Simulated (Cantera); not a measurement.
Cantera run:

```python
import numpy as np
import cantera as ct

gas_names = """
    H HNO HNO2 HNO3 HO2 H2 H2O H2O2 H2S H2SO4 N NH NH2 NH3 NH2OH NO NO2 NO3 N2 N2H2 N2H4 N2O O OH O2 O3
    S SH SN SO SO2 SO3 S2 S2O S8
""".split()
cond_names = """
    H2O(s) H2O(L) H2SO4(L) S(cr1) S(cr2) S(L)
""".split()


# ... load() reads the species with a 1 bar reference pressure and builds the phases ...
atoms = {
    'NH3': {'N': 1, 'H': 3},
    'SO2': {'S': 1, 'O': 2},
}
top_T = {}  # K; cautious upper limits of use, not melting points


# ... equilibrate(T, P, feed) seeds the gas with the atoms and calls Mixture.equilibrate('TP', solver="vcs", rtol=1e-11, max_steps=5000) ...
results = []
feed = {'NH3': 1, 'SO2': 0.098}  # mol
T = 3225  # K
P = 1000  # Pa
mix = equilibrate(T, P, feed)
results.append((T, P, feed, dict(zip(mix.species_names, mix.species_moles))))
print(gas.report(threshold=0.001))
for i in range(1, mix.n_phases):
    print(f"{mix.phase(i).name:16s} {mix.phase_moles(i):12.5e} mol")
```

Output:

```
       temperature   3225 K
          pressure   1000 Pa
           density   0.00024494 kg/m^3
  mean mol. weight   6.568 kg/kmol
   phase of matter   gas

                          1 kg             1 kmol
                     ---------------   ---------------
          enthalpy        3.7255e+07        2.4469e+08  J
   internal energy        3.3173e+07        2.1788e+08  J
           entropy             35397        2.3248e+05  J/K
    Gibbs function       -7.6899e+07       -5.0507e+08  J
 heat capacity c_p            3701.4             24311  J/K
 heat capacity c_v            2435.5             15996  J/K

                      mass frac. Y      mole frac. X     chem. pot. / RT
                     ---------------   ---------------   ---------------
                 H           0.11069           0.72125           -14.283
                H2          0.017683          0.057609           -28.566
               H2O         0.0033394         0.0012175           -50.109
                NO         0.0049598         0.0010856           -39.154
                N2           0.59817           0.14024           -35.222
                 O           0.10839          0.044496           -21.543
                OH          0.015395         0.0059453           -35.826
                 S           0.12361          0.025324           -22.073
                SO          0.012476         0.0017051           -43.616
     [  +26 minor]         0.0052784         0.0011261

S(L)              0.00000e+00 mol
```

Cantera equilibrium calculation (NASA polynomials, part measured and part estimated; ideal gas, pure solids and liquids).
